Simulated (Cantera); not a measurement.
A freely propagating, adiabatic, planar premixed flame of H₂ : O₂ : N₂ = 1 : 0.278 : 1.04 (molar parts), equivalence ratio 1.8, unburnt at 598 K and 100.0 Torr; mixture-averaged transport, grid criteria slope 0.08 and curve 0.16, no radiation.

Cantera simulation using the H2/O2 subset of GRI-Mech 3.0, which has no nitrogen chemistry; the numbers are that mechanism's predictions, not measurements. Burning velocities carry a grid error of a few per cent, more on coarse grids.

Problem. Predict: laminar burning velocity; thermal thickness; peak x(O); peak x(HO₂); peak x(H₂O₂).

Solution. 
```json
{
 "laminar_burning_velocity": "689 cm/s",
 "thermal_thickness": "6.09 mm",
 "peak x(O)": "0.00655",
 "peak x(HO₂)": "4.34e-5",
 "peak x(H₂O₂)": "5.36e-7"
}
```
